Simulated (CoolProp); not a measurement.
Properties of n-perfluorohexane along the isotherm 176.85 °C.

The numbers come from the reference Helmholtz-energy equation of state, Gao 2022 in CoolProp.

| p (MPa) | phase | Z | Joule-Thomson coefficient (K/MPa) | isothermal compressibility (1/MPa) | expansivity (1/kK) | fugacity coefficient |
|---|---|---|---|---|---|---|
| 0.581 | gas | 0.8738 | 9.645 | 1.997 | 3.561 | 0.8867 |
| 1.16 | gas | 0.7117 | 13.64 | 1.331 | 7.266 | 0.7755 |
| 1.74 | gas | 0.4105 | 29.03 | 3.371 | 67.44 | 0.6590 |
| 2.32 | supercritical | 0.2125 | 3.475 | 0.1797 | 13.99 | 0.5276 |
| 2.9 | supercritical | 0.2476 | 1.877 | 0.08594 | 8.332 | 0.4442 |
| 3.48 | supercritical | 0.2854 | 1.269 | 0.05688 | 6.334 | 0.3886 |
| 4.06 | supercritical | 0.3236 | 0.9359 | 0.04265 | 5.265 | 0.3490 |
| 4.64 | supercritical | 0.3618 | 0.7225 | 0.03418 | 4.583 | 0.3197 |
| 5.22 | supercritical | 0.3997 | 0.5725 | 0.02856 | 4.104 | 0.2972 |
| 5.81 | supercritical | 0.4380 | 0.4588 | 0.02449 | 3.739 | 0.2793 |
| 6.39 | supercritical | 0.4754 | 0.3720 | 0.02150 | 3.459 | 0.2652 |
| 6.97 | supercritical | 0.5125 | 0.3021 | 0.01917 | 3.233 | 0.2538 |
| 7.55 | supercritical | 0.5493 | 0.2446 | 0.01731 | 3.045 | 0.2444 |
| 8.13 | supercritical | 0.5858 | 0.1964 | 0.01578 | 2.886 | 0.2367 |
| 8.71 | supercritical | 0.6222 | 0.1552 | 0.01451 | 2.749 | 0.2303 |
